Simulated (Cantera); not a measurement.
Cantera run:

```python
import numpy as np
import cantera as ct

gas_names = """
    O TiO
""".split()
cond_names = """
    Ti4O7(s) Ti4O7(L) Ti(a) Ti(b) Ti(L) Ti2O3(a) Ti2O3(b) Ti2O3(L)
""".split()


# ... load() reads the species with a 1 bar reference pressure and builds the phases ...
species = {s.name: s for s in load("nasa_gas.yaml", gas_names) + load("nasa_condensed.yaml", cond_names)}
# Each term lists the table entries of one substance; the one whose range holds T is used.
reactions = {
    '3 Ti4O7 + 2 Ti = 7 Ti2O3':
        [(-3, ['Ti4O7(s)', 'Ti4O7(L)']), (-2, ['Ti(a)', 'Ti(b)', 'Ti(L)']), (7, ['Ti2O3(a)', 'Ti2O3(b)', 'Ti2O3(L)'])],
    'Ti4O7 = 3 O(g) + 4 TiO(g)':
        [(-1, ['Ti4O7(s)', 'Ti4O7(L)']), (3, ['O']), (4, ['TiO'])],
}


def pick(names, T):
    return next(species[n] for n in names if species[n].thermo.min_temp <= T <= species[n].thermo.max_temp)


results = []
for label, terms in reactions.items():
    print(label)
    print("     T/K   dH/kJ  dS/(J/K)   dG/kJ   log10 K")
    for T in [300, 898, 923, 948, 973, 998]:
        used = [(nu, pick(names, T)) for nu, names in terms]
        dH = sum(nu * s.thermo.h(T) for nu, s in used) / 1e6
        dS = sum(nu * s.thermo.s(T) for nu, s in used) / 1e3
        dG = dH - T * dS / 1e3
        logK = -dG * 1e6 / (ct.gas_constant * T * np.log(10))
        results.append((label, T, dH, dS, dG, logK, [s.name for _, s in used]))
        print(f"{T:8g} {dH:8.1f} {dS:8.1f} {dG:8.1f} {logK:8.2f}")
```

Output:

```
3 Ti4O7 + 2 Ti = 7 Ti2O3
     T/K   dH/kJ  dS/(J/K)   dG/kJ   log10 K
     300   -432.0   -115.0   -397.5    69.21
     898   -380.1    -24.8   -357.9    20.82
     923   -378.2    -22.6   -357.3    20.22
     948   -376.3    -20.6   -356.8    19.66
     973   -374.4    -18.6   -356.3    19.13
     998   -372.5    -16.7   -355.8    18.62
Ti4O7 = 3 O(g) + 4 TiO(g)
     T/K   dH/kJ  dS/(J/K)   dG/kJ   log10 K
     300   4369.7   1218.2   4004.2  -697.18
     898   4335.0   1160.7   3292.7  -191.53
     923   4333.1   1158.5   3263.7  -184.70
     948   4331.1   1156.4   3234.8  -178.23
     973   4329.1   1154.3   3205.9  -172.10
     998   4327.0   1152.3   3177.1  -166.28
```

Cantera with NASA thermochemical tables; ideal gases at 1 bar, condensed phases pure. Condensed species are held in their standard states even where they would react or evaporate.
